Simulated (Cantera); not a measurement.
An isothermal, constant-pressure homogeneous reactor starts with NO : N2 = 1 : 11 (molar parts), at 1825 K and 0.132 atm.

Computed with Cantera and GRI-Mech 3.0 (53 species, 325 reactions).

Task: Predict: x(NO) at 10.0 s; x(O2) at 10.0 s; x(N2) at 10.0 s; x(O) at 10.0 s; x(NO2) at 10.0 s; x(N2O) at 10.0 s.

Result: 
```json
{
  "x(NO) at 10.0 s": "0.0756 (gas-phase equilibrium 0.00220)",
  "x(O2) at 10.0 s": "0.00384 (gas-phase equilibrium 0.0405)",
  "x(N2) at 10.0 s": "0.921 (gas-phase equilibrium 0.957)",
  "x(O) at 10.0 s": "3.00e-5 (gas-phase equilibrium 8.52e-5)",
  "x(NO2) at 10.0 s": "9.69e-6 (gas-phase equilibrium 8.38e-7)",
  "x(N2O) at 10.0 s": "2.33e-6 (gas-phase equilibrium 5.06e-8)"
}
```
